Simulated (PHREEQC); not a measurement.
1 kg of water holding 3.2 mmol/kgw Na2CO3, 5.1 mmol/kgw Na2SO4 and 5.6 mmol/kgw KCl is evaporated at 20 °C; the solids stay in contact with the brine. No CO2 enters from the air. The run lets Arcanite, Burkeite, Glaserite, Halite, Kalicinite, Mirabilite, Misenite, Nahcolite, Natron, Sylvite, Thenardite, Trona precipitate or redissolve, and no other solid.

The numbers come from PHREEQC with the Pitzer model, pitzer.dat.

### Question
Predict ionic strength at water left (kg) = 0.2082, 0.1711, 0.06418, 0.02408, 0.01628.

### Answer
```csv
water left (kg),ionic strength
0.2082,0.145
0.1711,0.177
0.06418,0.473
0.02408,1.26
0.01628,1.87
```
